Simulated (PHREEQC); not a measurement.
**Brine**

Consider water at 25 °C with 2.3 mol Na2CO3, 1.4 mol KCl and 1.9 mol KBr per kg of water. Closed to the air; pH follows from the charge balance.

Computed with PHREEQC (Pitzer model, pitzer.dat).

Each row changes one thing in this solution. Precipitation was switched off in this run.

```json
[
 {"case": "as made", "pH": "12.06", "ionic strength (mol/kgw)": "10.2", "HCO3- (mol/kgw)": "0.00817", "CO2 (mol/kgw)": "1.39e-9", "SI of Sylvite (KCl)": "-0.45", "SI of Halite (NaCl)": "-1.02"},
 {"case": "temperature from 25 to 35 °C", "pH": "11.88", "ionic strength (mol/kgw)": "10.2", "HCO3- (mol/kgw)": "0.0118", "CO2 (mol/kgw)": "2.79e-9", "SI of Sylvite (KCl)": "-0.51", "SI of Halite (NaCl)": "-1.00"},
 {"case": "diluted 5-fold with water", "pH": "11.54", "ionic strength (mol/kgw)": "2.04", "HCO3- (mol/kgw)": "0.00500", "CO2 (mol/kgw)": "1.25e-8", "SI of Sylvite (KCl)": "-2.12", "SI of Halite (NaCl)": "-2.68"},
 {"case": "KBr left out", "pH": "11.99", "ionic strength (mol/kgw)": "8.29", "HCO3- (mol/kgw)": "0.00747", "CO2 (mol/kgw)": "1.80e-9", "SI of Sylvite (KCl)": "-0.93", "SI of Halite (NaCl)": "-1.21"}
]
```

In brines, pH and single-ion activities rest on the MacInnes convention.
